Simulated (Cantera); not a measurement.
Input: 1 mol FeS, a varied amount of O2, equilibrated at 877 °C and 7600 Pa.

These are equilibrium values from Cantera (NASA tables, ideal gas, pure condensed phases), not measurements of a reactor. Candidate condensed phases: Fe, FeO, FeS, FeSO4, FeS2, Fe2O3, Fe2(SO4)3, Fe3O4, S; 12 gas species. Mutual solubility and eutectic melting of coexisting phases are not modelled. FeS: taken at fixed stoichiometry. Gases not in the tables: S3 to S7. Equilibrium is a limit: real reactors are often held back by kinetics, nucleation or transport.

x: gas mole fraction; n: condensed amount in mol.

```tsv
n(O2) (mol)	x SO2	x O2	x S2	x SO3	x S2O	x SO	x S	n FeS(s)	n Fe3O4(s)	n Fe2O3(s)
0.73	0.924	3.08e-12	0.0718	1.75e-7	0.00384	0.000421	2.00e-7	0.522	0.159	0
0.85	0.924	3.08e-12	0.0718	1.75e-7	0.00384	0.000421	2.00e-7	0.444	0.185	0
0.99	0.924	3.08e-12	0.0718	1.75e-7	0.00384	0.000421	2.00e-7	0.352	0.216	0
1.2	0.924	3.08e-12	0.0718	1.75e-7	0.00384	0.000421	2.00e-7	0.214	0.262	0
1.3	0.924	3.08e-12	0.0718	1.75e-7	0.00384	0.000421	2.00e-7	0.149	0.284	0
1.6	0.965	4.77e-12	0.0328	2.28e-7	0.00218	?	1.35e-7	0	0.333	0
1.8	0.942	0.0381	<1e-12	0.0199	<1e-12	?	<1e-12	0	0	0.500
2.1	0.717	0.245	<1e-12	0.0384	<1e-12	?	<1e-12	0	0	0.500
2.5	0.544	0.418	<1e-12	0.0380	<1e-12	?	<1e-12	0	0	0.500
2.9	0.439	0.527	<1e-12	0.0344	<1e-12	?	<1e-12	0	0	0.500
3.4	0.353	0.617	<1e-12	0.0300	<1e-12	?	<1e-12	0	0	0.500
3.9	0.295	0.678	<1e-12	0.0263	<1e-12	?	<1e-12	0	0	0.500
4.6	0.240	0.737	<1e-12	0.0223	<1e-12	?	<1e-12	0	0	0.500
```

Problem. Some entries are withheld; supply them.

Solution. 
- 1.6, x SO: 0.000353
- 1.8, x SO: 3.86e-9
- 2.1, x SO: 1.16e-9
- 2.5, x SO: 6.74e-10
- 2.9, x SO: 4.83e-10
- 3.4, x SO: 3.59e-10
- 3.9, x SO: 2.87e-10
- 4.6, x SO: 2.24e-10
